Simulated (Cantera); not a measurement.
A closed system holds: 1 mol B, 18 mol H2O, 4.2 mol H2, equilibrated at 750 Torr.

Equilibrium computed with Cantera from the NASA thermochemical tables; the gas is ideal and each condensed phase is pure. Candidate condensed phases: B, B2O3, B3O3H3, H2O; 23 gas species. Equilibrium is a limit: real reactors are often held back by kinetics, nucleation or transport. All values below are at 1500 °C.

Base state: H2O 0.705, H2 0.251, HBO2 0.0435, B2O3 0.000188, H 0.000143, HBO 3.54e-5, (HBO2)3 3.42e-5, OH 2.48e-5 (mole fractions); condensed: gas only.

Q: What changes in the equilibrium state with this change: H2O from 18 to 0.067 mol?

A: 
```
species     before     after
---------  -------  --------
H2           0.251     0.985
HBO        3.54e-5    0.0130
B2O2       1.99e-8  0.000689
H2O          0.705   2.88e-5
HBO2        0.0435  0.000167
B3O3H3       <1e-9  0.000182
BH2          <1e-9  0.000105
(HBO2)3    3.42e-5     <1e-9
OH         2.48e-5     <1e-9
BH3          <1e-9   1.80e-5
B(s), mol        0     0.934
```
The tables' values for BH2 are old estimates; treat these amounts as uncertain. Gases not in the tables: B2H6 and higher boranes.
